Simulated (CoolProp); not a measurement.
A simple Rankine cycle with n-perfluorobutane: condensing at 314.15 K, boiler at 1.48 MPa, turbine inlet 404.5 K, turbine efficiency 0.65, pump efficiency 0.6, no recuperator. Each further row changes one setting.

The numbers come from the reference Helmholtz-energy equation of state, Gao 2022 in CoolProp.

```csv
case,thermal efficiency (%),net work (kJ/kg),heat in (kJ/kg),turbine exit temperature (K),volume ratio over the turbine
as stated,5.3,8.35,158,386.1,3.85
turbine inlet 424.5 K,5.1,9.12,179,406.7,…
condensing temperature 306.15 K,…,10.2,167,383.4,4.90
boiler pressure 1.04 MPa,4.0,6.43,162,392.6,…
turbine efficiency 0.55,4.4,6.88,158,387.6,3.87
```

Q: Fill in the missing entries.

A: 
- turbine inlet 424.5 K, volume ratio over the turbine: 3.72
- condensing temperature 306.15 K, thermal efficiency (%): 6.1
- boiler pressure 1.04 MPa, volume ratio over the turbine: 2.54
